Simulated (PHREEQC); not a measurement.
Consider water at 25 °C with 0.005 mol/kgw HF, 0.0018 mol/kgw (NH4)2SiF6 and 0.095 mol/kgw H3PO4. Closed to the air; pH follows from the charge balance.

The numbers come from PHREEQC with the ion-association model, wateq4f.dat.

Each row changes one thing in this solution. This is a speciation only: nothing precipitates in the calculation.

```json
[
 {"case": "as made", "pH": "1.66", "ionic strength (mol/kgw)": "0.0305", "HF (mol/kgw)": "0.00539", "F- (mol/kgw)": "0.000195", "H2F2 (mol/kgw)": "7.63e-5", "HF2- (mol/kgw)": "4.06e-6"},
 {"case": "(NH4)2SiF6 from 0.0018 to 0.0027 mol/kgw", "pH": "1.66", "ionic strength (mol/kgw)": "0.0333", "HF (mol/kgw)": "0.00555", "F- (mol/kgw)": "0.000202", "H2F2 (mol/kgw)": "8.09e-5", "HF2- (mol/kgw)": "4.34e-6"},
 {"case": "0.0022 mol/kgw KCl added", "pH": "1.66", "ionic strength (mol/kgw)": "0.0328", "HF (mol/kgw)": "0.00538", "F- (mol/kgw)": "0.000196", "H2F2 (mol/kgw)": "7.61e-5", "HF2- (mol/kgw)": "4.07e-6"},
 {"case": "(NH4)2SiF6 replaced by CsF at the same molality", "pH": "…", "ionic strength (mol/kgw)": "0.0260", "HF (mol/kgw)": "0.00634", "F- (mol/kgw)": "0.000235", "H2F2 (mol/kgw)": "0.000106", "HF2- (mol/kgw)": "5.74e-6"},
 {"case": "H3PO4 from 0.095 to 0.105 mol/kgw", "pH": "…", "ionic strength (mol/kgw)": "0.0321", "HF (mol/kgw)": "0.00543", "F- (mol/kgw)": "0.000186", "H2F2 (mol/kgw)": "7.75e-5", "HF2- (mol/kgw)": "3.91e-6"},
 {"case": "(NH4)2SiF6 replaced by NaBF4 at the same molality", "pH": "1.66", "ionic strength (mol/kgw)": "0.0268", "HF (mol/kgw)": "0.00627", "F- (mol/kgw)": "0.000225", "H2F2 (mol/kgw)": "0.000103", "HF2- (mol/kgw)": "5.45e-6"}
]
```

Problem. Fill in the missing entries.

Solution. 
- (NH4)2SiF6 replaced by CsF at the same molality, pH: 1.67
- H3PO4 from 0.095 to 0.105 mol/kgw, pH: 1.63

Species that the database lacks are ignored. Some of these states are supersaturated (in Quartz (slow to form), for instance). H3PO4, which wateq4f.dat lacks, is added to it with the constant of phreeqc.dat. SiF6-2 is the database's only silicon fluoride.
